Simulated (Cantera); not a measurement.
Charge: 1 mol TEOS, 23 mol H₂O, 0.42 mol H₂, equilibrated at 600 K and 0.100 bar.

These are equilibrium values from Cantera (NASA tables, ideal gas, pure condensed phases), not measurements of a reactor. The feed counts by its element totals alone. The numbers say what is thermodynamically allowed, not how fast it happens.

```
species               before     after
-------------------  -------  --------
H₂O                    0.583     0.583
H₂                     0.165     0.188
CH₄                    0.150     0.163
CO₂                    0.100    0.0650
CO                   0.00100  0.000742
SiO₂(α-quartz), mol     1.00      1.00
```
Gas species are given as mole fractions.

What was changed between the two runs?
A. temperature from 600 K to 1973.15 K
B. pressure from 0.100 bar to 0.0133 bar
C. H₂ from 0.42 to 5.4 mol
D. pressure from 0.100 bar to 0.00220 bar

C, H₂ from 0.42 to 5.4 mol
